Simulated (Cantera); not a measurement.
**SiHCl3 + N2 + NH3 (silicon nitride deposition)**

Feed: 1 mol SiHCl3, 13 mol N2, 3.3 mol NH3, held at 1127 °C.

Method: chemical equilibrium by Gibbs-energy minimisation in Cantera with the NASA 1993 tables (ideal gas, pure condensed phases). Candidate condensed phases: NH4Cl, Si, Si3N4; 28 gas species. The tables' values for SiCl3, SiCl are old estimates; treat these amounts as uncertain. Kinetics and transport are ignored.

From 5.00 Pa to 1.00 bar the condensed part is Si3N4(s). The main Si-bearing gas is SiCl2 at 5.00 Pa and SiCl4 at 1.00 bar. The share of Si in condensed phases is highest at 0.140 bar (96.9 %) and lowest at 5.00 Pa (38.2 %).

```tsv
P (Pa)	log p N2	log p H2	log p HCl	log p SiCl2	log p SiCl4	log p SiCl3	n Si3N4(s)
5	-4.47	-4.97	-5.39	-5.84	-9.62	-8.05	0.127
36	-3.62	-4.14	-4.40	-5.27	-7.91	-6.91	0.226
260	-2.76	-3.30	-3.47	-4.83	-6.46	-5.96	0.290
1900	-1.90	-2.44	-2.58	-4.49	-5.20	-5.16	0.316
14000	-1.03	-1.57	-1.71	-4.19	-4.02	-4.42	0.323
100000	-0.17	-0.72	-0.86	-3.92	-2.90	-3.72	0.322
```
log p: log10 of the partial pressure in bar; n: condensed amount in mol.
